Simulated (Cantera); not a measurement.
A perfectly stirred reactor is fed with CH₄ : CO : O₂ : N₂ = 1 : 0.14 : 2.69 : 10.1 (molar parts), equivalence ratio 0.77, at 5.23 atm; it is adiabatic with a 650 K inlet, and is followed from long to short residence time, starting on the burning branch (τ in s: 0.13, 0.056, 0.025, 0.011, 0.0049, 0.0022, 0.00096, 0.00043, 0.00019, 8.5e-05, 3.8e-05, 1.7e-05, 7.4e-06).

Model: GRI-Mech 3.0 (53 species, 325 reactions), integrated in Cantera.

What does this change do: CH4 1 to 1.5 parts?


| quantity | before | after |
|---|---|---|
| blow-out, bracketed by the residence times tried | burning at 38.0 µs, out at 17.0 µs | burning at 17.0 µs, out at 7.40 µs |
| x(CH₄) at τ = 0.130 s | 6.08e-7 | 1.14e-6 |
| x(CO) at τ = 0.130 s | 0.00119 | 0.0379 |
| x(O₂) at τ = 0.130 s | 0.0430 | 0.000488 |
| x(H) at τ = 0.130 s | 5.47e-5 | 0.00105 |
| x(OH) at τ = 0.130 s | 0.00285 | 0.00230 |
| x(CH₄) at τ = 0.960 ms | 4.66e-5 | 5.28e-5 |
| x(CO) at τ = 0.960 ms | 0.00416 | 0.0404 |
| x(O₂) at τ = 0.960 ms | 0.0458 | 0.00248 |
| x(H) at τ = 0.960 ms | 0.000245 | 0.00233 |
| x(OH) at τ = 0.960 ms | 0.00435 | 0.00435 |

What does this change do: CH4 1 to 1.3 parts?


```
quantity                                                                      before                               after
------------------------------------------------  ----------------------------------  ----------------------------------
blow-out, bracketed by the residence times tried  burning at 38.0 µs, out at 17.0 µs  burning at 17.0 µs, out at 7.40 µs
x(CH₄) at τ = 0.130 s                                                        6.08e-7                             4.03e-7
x(CO) at τ = 0.130 s                                                         0.00119                              0.0128
x(O₂) at τ = 0.130 s                                                          0.0430                             0.00702
x(H) at τ = 0.130 s                                                          5.47e-5                            0.000567
x(OH) at τ = 0.130 s                                                         0.00285                             0.00457
x(CH₄) at τ = 0.960 ms                                                       4.66e-5                             3.52e-5
x(CO) at τ = 0.960 ms                                                        0.00416                              0.0176
x(O₂) at τ = 0.960 ms                                                         0.0458                              0.0113
x(H) at τ = 0.960 ms                                                        0.000245                             0.00115
x(OH) at τ = 0.960 ms                                                        0.00435                             0.00608
```
